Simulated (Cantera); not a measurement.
What does this Cantera script print?

```python
import numpy as np
import cantera as ct

gas_names = """
    CL CLO CL2 H HCL HOCL HO2 H2 H2O H2O2 O OH O2 O3 Si SiCL SiCL2 SiCL3 SiCL4 SiH SiHCL3 SiH2 SiH2CL2
    SiH3 SiH3CL SiH4 SiO SiO2 Si2 Si3
""".split()
cond_names = """
    H2O(s) H2O(L) Si(cr) Si(L) SiO2(Lqz) SiO2(hqz) SiO2(L)
""".split()


# ... load() reads the species with a 1 bar reference pressure and builds the phases ...
atoms = {
    'SiH2Cl2': {'Si': 1, 'H': 2, 'CL': 2},
    'H2O': {'H': 2, 'O': 1},
    'H2': {'H': 2},
}
top_T = {}  # K; cautious upper limits of use, not melting points


# ... equilibrate(T, P, feed) seeds the gas with the atoms and calls Mixture.equilibrate('TP', solver="vcs", rtol=1e-11, max_steps=5000) ...
results = []
feed = {'SiH2Cl2': 1, 'H2O': 13, 'H2': 0.12}  # mol
P = 20000  # Pa
for T in [750, 850, 950, 1050, 1150, 1250, 1350, 1450]:
    mix = equilibrate(T, P, feed)
    results.append((T, P, feed, dict(zip(mix.species_names, mix.species_moles))))

top = {s: max(r[3][s] / sum(r[3][g] for g in gas_names) for r in results) for s in gas_names}
cols = sorted((s for s in top if top[s] > 0.001), key=lambda s: -top[s])[:8]
seen = [c for c in cond_names if any(r[3].get(c, 0) > 1e-12 for r in results)]
print("log10 of partial pressures in bar; condensed amounts in mol")
print(f"{'T/K':>10s}" + "".join(f"{s[:9]:>10s}" for s in cols + seen))
for T, P, feed, n in results:
    ng = sum(n[g] for g in gas_names)
    print(f"{T:10.4g}" + "".join(f"{np.log10(max(n[s] / ng * P / 1e5, 1e-99)):10.3f}" for s in cols)
          + "".join(f"{n.get(c, 0):10.4g}" for c in seen))
```

It prints:

```
log10 of partial pressures in bar; condensed amounts in mol
       T/K       H2O        H2       HCL SiO2(Lqz) SiO2(hqz)
       750    -0.837    -1.552    -1.577         1         0
       850    -0.837    -1.552    -1.577         0         1
       950    -0.837    -1.552    -1.577         0         1
      1050    -0.837    -1.552    -1.577         0         1
      1150    -0.837    -1.552    -1.577         0         1
      1250    -0.837    -1.552    -1.577         0         1
      1350    -0.837    -1.552    -1.577         0         1
      1450    -0.837    -1.552    -1.578         0         1
```

Cantera equilibrium calculation (NASA polynomials, part measured and part estimated; ideal gas, pure solids and liquids). The tables hold silica as quartz up to 1696 K and as liquid above; real silica turns to tridymite and cristobalite and melts near 1996 K. Gases not in the tables: Si(OH)4.
